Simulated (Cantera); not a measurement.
**N2O furnace oxynitridation**

An isothermal, constant-pressure homogeneous reactor starts with N2O : H2 : N2 = 1 : 0.012 : 2.5 (molar parts), at 1275 K and 7800 Pa.

Model: GRI-Mech 3.0 (53 species, 325 reactions), integrated in Cantera. GRI-Mech 3.0 was tuned for natural gas; its chemistry of N2O as a main component is partial and can be far from experiment. The mechanism lacks the step 2 NO + O2 → 2 NO2, which can matter for NO2 below about 1400 K. The temperature is held fixed by assumption; the heat of reaction is taken as removed at once.

```csv
t (s),x N2O,x H2,x N2,x H2O,x H,x NO,x HO2
4.00e-5,0.285,0.00342,0.712,4.54e-9,2.47e-8,2.55e-8,6.81e-11
8.92e-5,0.285,0.00342,0.712,5.22e-8,8.15e-8,1.16e-7,7.82e-10
0.000199,0.285,0.00342,0.712,5.36e-7,2.41e-7,4.81e-7,8.00e-9
0.000443,0.285,0.00341,0.712,4.53e-6,6.47e-7,1.71e-6,6.67e-8
0.000988,0.285,0.00338,0.712,3.00e-5,1.51e-6,5.29e-6,4.14e-7
0.00220,0.284,0.00325,0.712,0.000155,2.87e-6,1.54e-5,1.64e-6
0.00491,0.284,0.00279,0.713,0.000599,3.83e-6,4.22e-5,3.07e-6
0.0110,0.283,0.00183,0.714,0.00157,2.79e-6,9.70e-5,3.32e-6
0.0244,0.281,0.000768,0.715,0.00263,9.43e-7,0.000192,2.89e-6
0.0545,0.278,0.000197,0.717,0.00320,1.70e-7,0.000381,1.74e-6
0.121,0.274,2.44e-5,0.719,0.00337,2.49e-8,0.000803,8.47e-7
0.271,0.266,4.46e-7,0.723,0.00339,1.09e-8,0.00174,4.50e-7
0.604,0.248,3.73e-8,0.732,0.00336,1.14e-8,0.00373,2.31e-7
1.35,0.213,3.66e-8,0.750,0.00331,1.24e-8,0.00764,1.07e-7
3.00,0.153,3.94e-8,0.781,0.00322,1.41e-8,0.0142,4.37e-8
```
x: mole fraction; the columns are a selection and need not sum to one.

Equilibrium at this temperature and pressure: N2O 5.37e-9, H2 1.70e-9, N2 0.874, H2O 0.00299, H 1.09e-10, NO 0.000272, HO2 1.80e-9 (gas phase only).
